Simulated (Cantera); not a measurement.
An isothermal plug-flow reactor at 550 K and 1.00 bar (inlet), inlet velocity 0.071 m/s, active area per volume 7500 1/m; feed H2 : O2 : N2 = 0.0048 : 0.14 : 0.79 (molar parts), equivalence ratio 0.017.

Model: Deutschmann's 1995 Pt surface mechanism with GRI-Mech 3.0 gas chemistry, integrated in Cantera. Catalytic surfaces can have several steady states; this one follows from the mechanism file's or the stated starting coverage. Mass transfer to the wall is taken as infinitely fast.

One state of this run: x H2 = 4.75e-5; x O2 = 0.148; x H2O = 0.00510; θ free Pt = 0.000548; θ O* = 0.998; θ OH* = 0.00118. x: gas mole fraction; θ: surface coverage.

Which value of z (m) does it belong to?
(A) 0.0011
(B) 0.0002
(C) 0.00011
(D) 0.00064

D, 0.00064
